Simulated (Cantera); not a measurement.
Input (Python, Cantera) and output of one run.

```python
import numpy as np
import cantera as ct

gas_names = """
    CL CL2 H HCL H2 Si SiCL SiCL2 SiCL3 SiCL4 SiH SiHCL3 SiH2 SiH2CL2 SiH3 SiH3CL SiH4 Si2 Si3
""".split()
cond_names = """
    Si(cr) Si(L)
""".split()


# ... load() reads the species with a 1 bar reference pressure and builds the phases ...
atoms = {
    'SiCl4': {'Si': 1, 'CL': 4},
    'HCl': {'H': 1, 'CL': 1},
    'H2': {'H': 2},
}
top_T = {}  # K; cautious upper limits of use, not melting points


# ... equilibrate(T, P, feed) seeds the gas with the atoms and calls Mixture.equilibrate('TP', solver="vcs", rtol=1e-11, max_steps=5000) ...
results = []
feed = {'SiCl4': 1, 'HCl': 1.2, 'H2': 0.43}  # mol
P = 1100000  # Pa
for T in [973, 1023, 1073, 1123, 1173, 1223, 1273, 1323, 1373]:
    mix = equilibrate(T, P, feed)
    results.append((T, P, feed, dict(zip(mix.species_names, mix.species_moles))))
    x = sorted(zip(gas.X, gas.species_names), reverse=True)
    print(f"T = {T:g} K  P = {P:g} Pa  gas = {mix.phase_moles(0):.4g} mol")
    print("   x: " + "  ".join(f"{s} {v:.3e}" for v, s in x if v > 0.0001))
    print("   condensed (mol): " + ("  ".join(f"{mix.phase(i).name} {mix.phase_moles(i):.4g}"
          for i in range(1, mix.n_phases) if mix.phase_moles(i) > 1e-12) or "none"))
```

Output:

```
T = 973 K  P = 1.1e+06 Pa  gas = 2.63 mol
   x: HCL 4.570e-01  SiCL4 3.795e-01  H2 1.627e-01  SiHCL3 7.593e-04
   condensed (mol): none
T = 1023 K  P = 1.1e+06 Pa  gas = 2.63 mol
   x: HCL 4.574e-01  SiCL4 3.791e-01  H2 1.623e-01  SiHCL3 1.139e-03
   condensed (mol): none
T = 1073 K  P = 1.1e+06 Pa  gas = 2.63 mol
   x: HCL 4.580e-01  SiCL4 3.785e-01  H2 1.618e-01  SiHCL3 1.639e-03
   condensed (mol): none
T = 1123 K  P = 1.1e+06 Pa  gas = 2.63 mol
   x: HCL 4.586e-01  SiCL4 3.778e-01  H2 1.611e-01  SiHCL3 2.276e-03  SiCL3 1.213e-04
   condensed (mol): none
T = 1173 K  P = 1.1e+06 Pa  gas = 2.63 mol
   x: HCL 4.596e-01  SiCL4 3.768e-01  H2 1.603e-01  SiHCL3 3.063e-03  SiCL3 2.659e-04
   condensed (mol): none
T = 1223 K  P = 1.1e+06 Pa  gas = 2.631 mol
   x: HCL 4.607e-01  SiCL4 3.756e-01  H2 1.592e-01  SiHCL3 4.005e-03  SiCL3 5.445e-04
   condensed (mol): none
T = 1273 K  P = 1.1e+06 Pa  gas = 2.631 mol
   x: HCL 4.622e-01  SiCL4 3.738e-01  H2 1.577e-01  SiHCL3 5.099e-03  SiCL3 1.048e-03
   condensed (mol): none
T = 1323 K  P = 1.1e+06 Pa  gas = 2.633 mol
   x: HCL 4.642e-01  SiCL4 3.715e-01  H2 1.560e-01  SiHCL3 6.332e-03  SiCL3 1.910e-03
   condensed (mol): none
T = 1373 K  P = 1.1e+06 Pa  gas = 2.635 mol
   x: HCL 4.668e-01  SiCL4 3.684e-01  H2 1.537e-01  SiHCL3 7.673e-03  SiCL3 3.305e-03  SiCL2 1.372e-04
   condensed (mol): none
```

These are equilibrium values from Cantera (NASA tables, ideal gas, pure condensed phases), not measurements of a reactor. The tables' values for SiCl3 are old estimates; treat these amounts as uncertain.
